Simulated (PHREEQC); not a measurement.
**Phosphoric acid bath**

Dissolve 0.081 mol KH2PO4, 3.3e-05 mol NaOH and 5.4e-05 mol H3AsO4 per kg of water at 15 °C. Closed to the air; pH follows from the charge balance.

Model: ion-association model, wateq4f.dat, run in PHREEQC.

Each row changes one thing in this solution. This is a speciation only: nothing precipitates in the calculation.

```tsv
case	pH	ionic strength (mol/kgw)	H3AsO4 (mol/kgw)	HAsO4-2 (mol/kgw)
as made	4.47	0.0813	2.53e-7	2.10e-7
NaOH from 3.3e-05 to 1.65e-05 mol/kgw	4.46	0.0813	2.60e-7	2.04e-7
0.026 mol/kgw HF added	2.89	0.0826	8.35e-6	4.63e-9
H3AsO4 from 5.4e-05 to 8.1e-05 mol/kgw	4.46	0.0813	3.96e-7	3.01e-7
KH2PO4 from 0.081 to 0.0729 mol/kgw	4.48	0.0732	2.50e-7	2.09e-7
KH2PO4 replaced by KF at the same molality	6.46	0.0810	1.95e-9	1.47e-5
0.0065 mol/kgw NaNO3 added	4.47	0.0878	2.55e-7	2.10e-7
temperature from 15 to 45 °C	4.50	0.0814	3.10e-7	2.62e-7
NaOH from 3.3e-05 to 3.63e-05 mol/kgw	4.48	0.0813	2.52e-7	2.11e-7
```

Complexes and solids missing from the database can't appear. wateq4f.dat counts part of the HF as a dimer, H2F2, which phreeqc.dat doesn't know; its constant is uncertain. H3PO4, which wateq4f.dat lacks, is added to it with the constant of phreeqc.dat. Away from 25 °C the constants follow the database's enthalpies or fits; those with neither stay at their 25 °C values.
